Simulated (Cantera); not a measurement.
Cantera run:

```python
import numpy as np
import cantera as ct

gas_names = """
    B BH BH2 BH3 BN BO BO2 B2 B2O B2O2 B2O3 B3O3H3 H HBO HBO2 HNO HNO2 HNO3 HO2 H2 H2O H2O2 H3B3O6 N NH
    NH2 NH3 NH2OH NO NO2 NO3 N2 N2H2 N2H4 N2O O OH O2 O3
""".split()
cond_names = """
    B(b) B(L) BN(s) B2O3(L) B3O3H3(cr) H2O(s) H2O(L)
""".split()


# ... load() reads the species with a 1 bar reference pressure and builds the phases ...
atoms = {
    'borazine': {'B': 3, 'N': 3, 'H': 6},
    'H2O': {'H': 2, 'O': 1},
    'H2': {'H': 2},
}
top_T = {'BN(s)': 3200}  # K; cautious upper limits of use, not melting points


# ... equilibrate(T, P, feed) seeds the gas with the atoms and calls Mixture.equilibrate('TP', solver="vcs", rtol=1e-11, max_steps=5000) ...
results = []
feed = {'borazine': 1, 'H2O': 0.28, 'H2': 140}  # mol
T = 2150  # K
for P in [10, 46, 220, 1000, 4600, 22000, 100000]:
    mix = equilibrate(T, P, feed)
    results.append((T, P, feed, dict(zip(mix.species_names, mix.species_moles))))
    x = sorted(zip(gas.X, gas.species_names), reverse=True)
    print(f"T = {T:g} K  P = {P:g} Pa  gas = {mix.phase_moles(0):.4g} mol")
    print("   x: " + "  ".join(f"{s} {v:.3e}" for v, s in x if v > 1e-05))
    print("   condensed (mol): " + ("  ".join(f"{mix.phase(i).name} {mix.phase_moles(i):.4g}"
          for i in range(1, mix.n_phases) if mix.phase_moles(i) > 1e-12) or "none"))
```

It prints:

```
T = 2150 K  P = 10 Pa  gas = 177.3 mol
   x: H2 6.386e-01  H 3.370e-01  B 1.356e-02  N2 8.453e-03  BO 1.349e-03  BH2 6.648e-04  HBO 2.016e-04  BH 1.486e-04  B2O 2.820e-05
   condensed (mol): B(b) 0.1643
T = 2150 K  P = 46 Pa  gas = 159.6 mol
   x: H2 8.082e-01  H 1.768e-01  N2 9.396e-03  B 2.948e-03  BO 1.269e-03  BH2 8.414e-04  HBO 4.577e-04  BH 7.794e-05  B2O 2.653e-05
   condensed (mol): B(b) 2.098
T = 2150 K  P = 220 Pa  gas = 151.6 mol
   x: H2 9.013e-01  H 8.536e-02  N2 9.896e-03  BO 9.946e-04  BH2 9.383e-04  HBO 8.286e-04  B 6.163e-04  BH 3.764e-05  B2O 2.080e-05
   condensed (mol): B(b) 2.475
T = 2150 K  P = 1000 Pa  gas = 148 mol
   x: H2 9.458e-01  H 4.102e-02  N2 1.013e-02  HBO 1.207e-03  BH2 9.847e-04  BO 6.635e-04  B 1.356e-04  BH 1.808e-05  B2O 1.387e-05
   condensed (mol): B(b) 2.549
T = 2150 K  P = 4600 Pa  gas = 146.4 mol
   x: H2 9.674e-01  H 1.934e-02  N2 1.025e-02  HBO 1.511e-03  BH2 1.007e-03  BO 3.829e-04  B 2.948e-05  BH3 1.048e-05
   condensed (mol): B(b) 2.564
T = 2150 K  P = 22000 Pa  gas = 144.7 mol
   x: H2 9.838e-01  H 8.919e-03  N2 4.289e-03  HBO 1.719e-03  BH2 1.024e-03  BO 1.975e-04  BH3 2.351e-05
   condensed (mol): B(b) 0.8077  BN(s) 1.759
T = 2150 K  P = 100000 Pa  gas = 143.9 mol
   x: H2 9.916e-01  H 4.200e-03  HBO 1.827e-03  N2 1.415e-03  BH2 8.430e-04  BO 9.804e-05  BH3 4.141e-05
   condensed (mol): BN(s) 2.593
```

These are equilibrium values from Cantera (NASA tables, ideal gas, pure condensed phases), not measurements of a reactor. The feed counts by its element totals alone. Mutual solubility and eutectic melting of coexisting phases are not modelled. The tables' values for BH2 are old estimates; treat these amounts as uncertain. Gases not in the tables: B2H6 and higher boranes.
